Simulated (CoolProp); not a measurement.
Vapour-liquid equilibrium of isopentane (1) + toluene (2) at 0.58 bar; x and y are mole fractions of (1).

Computed with CoolProp (multi-fluid Helmholtz-energy mixture model, Lemmon 2006 and Lemmon 2006; pair parameters Bell 2016).

Task: Give the bubble temperature and the first vapour's composition at x = 0.05, 0.275, 0.425. Is there an azeotrope?

Result: x = 0.05: 76.1 °C, y = 0.438; x = 0.275: 38.6 °C, y = 0.903; x = 0.425: 28.5 °C, y = 0.950. No azeotrope shows between x = 0.05 and 0.95.

The pair parameters rest on a limited set of measurements; away from them the model extrapolates.
